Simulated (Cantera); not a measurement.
# Aluminium nitride and oxide growth: Al(CH₃)₃ + NH₃ + H₂

Input: 1 mol Al(CH₃)₃, 3.3 mol NH₃, 120 mol H₂, at 1175 K and 750 Torr.

Method: chemical equilibrium by Gibbs-energy minimisation in Cantera with the NASA 1993 tables (ideal gas, pure condensed phases). Candidate condensed phases: Al, AlN, C, C₆H₆, C₇H₈, C₈H₁₈; 97 gas species. The feed counts by its element totals alone. Rates play no part.

- x(H₂): 0.973
- x(CH₄): 0.0181
- x(N₂): 0.00895
- x(NH₃): 1.96e-5
- x(HCN): 5.24e-6
- x(C₂H₄): 1.10e-6
- n(AlN(s)): 1.00 mol
- n(C(graphite)): 0.674 mol
- gas amount: 128.3 mol
- log10 activity of Al(l) (absent): -7.48
